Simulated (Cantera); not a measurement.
A closed system holds: 1 mol C3H6, 0.36 mol CO2, 0.18 mol N2, held at 823 K and 28000 Pa.

Equilibrium computed with Cantera from the NASA thermochemical tables; the gas is ideal and each condensed phase is pure. Candidate condensed phases: C, C6H6, C7H8, C8H18, H2O; 136 gas species. The numbers say what is thermodynamically allowed, not how fast it happens.

Q: What is the equilibrium state?

A: 
| Item | Value |
|---|---|
| x(H2) | 0.637 |
| x(H2O) | 0.117 |
| x(CH4) | 0.106 |
| x(N2) | 0.0579 |
| x(CO) | 0.0495 |
| x(CO2) | 0.0328 |
| x(NH3) | 8.17e-5 |
| n(C(graphite)) | 2.78 mol |
| gas amount | 3.106 mol |
